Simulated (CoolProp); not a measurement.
Vapour-liquid equilibrium of R125 (1) + R115 (2) at 0.345 MPa; x and y are mole fractions of (1).

Values from CoolProp's multi-fluid Helmholtz-energy mixture model, Lemmon 2005 and Lemmon 2016; pair parameters Bell 2016.

```json
[
 {"x": "0.05", "bubble temperature (°C)": "-9.7", "y at the bubble point": "0.109", "dew temperature at overall composition x (°C)": "-8.5", "liquid density (mol/L)": "9.368"},
 {"x": "0.15", "bubble temperature (°C)": "-13.0", "y at the bubble point": "0.272", "dew temperature at overall composition x (°C)": "-10.6", "liquid density (mol/L)": "9.587"},
 {"x": "0.25", "bubble temperature (°C)": "-15.3", "y at the bubble point": "0.390", "dew temperature at overall composition x (°C)": "-12.6", "liquid density (mol/L)": "9.797"},
 {"x": "0.35", "bubble temperature (°C)": "-16.9", "y at the bubble point": "(withheld)", "dew temperature at overall composition x (°C)": "(withheld)", "liquid density (mol/L)": "10.01"},
 {"x": "0.45", "bubble temperature (°C)": "-18.1", "y at the bubble point": "0.559", "dew temperature at overall composition x (°C)": "-16.4", "liquid density (mol/L)": "10.23"},
 {"x": "0.55", "bubble temperature (°C)": "-19.0", "y at the bubble point": "0.628", "dew temperature at overall composition x (°C)": "-18.0", "liquid density (mol/L)": "10.46"},
 {"x": "0.65", "bubble temperature (°C)": "-19.5", "y at the bubble point": "0.696", "dew temperature at overall composition x (°C)": "-19.2", "liquid density (mol/L)": "10.71"},
 {"x": "0.75", "bubble temperature (°C)": "-19.9", "y at the bubble point": "0.767", "dew temperature at overall composition x (°C)": "-19.8", "liquid density (mol/L)": "10.97"},
 {"x": "0.85", "bubble temperature (°C)": "-20.0", "y at the bubble point": "0.846", "dew temperature at overall composition x (°C)": "-20.0", "liquid density (mol/L)": "(withheld)"},
 {"x": "0.95", "bubble temperature (°C)": "-19.7", "y at the bubble point": "(withheld)", "dew temperature at overall composition x (°C)": "-19.7", "liquid density (mol/L)": "(withheld)"}
]
```

**Question.** Complete the blanks.

**Answer.** 
- 0.35, y at the bubble point: 0.482
- 0.35, dew temperature at overall composition x (°C): -14.5
- 0.85, liquid density (mol/L): 11.25
- 0.95, y at the bubble point: 0.942
- 0.95, liquid density (mol/L): 11.54

y crosses x between x = 0.75 and 0.85: the model has an azeotrope there.

The pair parameters rest on a limited set of measurements; away from them the model extrapolates.
